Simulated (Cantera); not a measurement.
Reactions in the system Cl-N-Si

Source: NASA polynomial tables (part measured, part estimated), evaluated in Cantera. Values are per mole of reaction as written; species without (g) are pure solids or liquids, kept so even where they would boil at 1 bar.

Si3N4 + 6 Cl(g) → 2 N2(g) + 3 SiCl2(g)

| T (K) | ΔH° (kJ) | ΔS° (J/K) | ΔG° (kJ) | log10 K |
|---|---|---|---|---|
| 698 | -501.4 | 98.0 | -569.8 | 42.64 |
| 898 | -510.8 | 86.2 | -588.2 | 34.21 |
| 1098 | -521.6 | 75.3 | -604.3 | 28.75 |
| 1298 | -533.7 | 65.3 | -618.4 | 24.89 |
| 1498 | -546.5 | 56.1 | -630.5 | 21.99 |
| 1698 | -559.7 | 47.8 | -640.9 | 19.71 |
| 1898 | -573.2 | 40.3 | -649.7 | 17.88 |
| 2098 | -586.6 | 33.6 | -657.1 | 16.36 |

3 SiCl2(g) + 4 N(g) → 6 Cl(g) + Si3N4

```
T (K)  ΔH° (kJ)  ΔS° (J/K)  ΔG° (kJ)  log10 K
-----  --------  ---------  --------  -------
698     -1398.8     -348.3   -1155.6    86.48
898     -1393.4     -341.7   -1086.6    63.20
1098    -1386.2     -334.4   -1019.0    48.48
1298    -1377.3     -327.0    -952.9    38.34
1498    -1367.4     -319.9    -888.2    30.97
1698    -1356.8     -313.3    -824.9    25.37
1898    -1345.8     -307.1    -762.8    20.99
2098    -1334.5     -301.5    -702.0    17.48
```
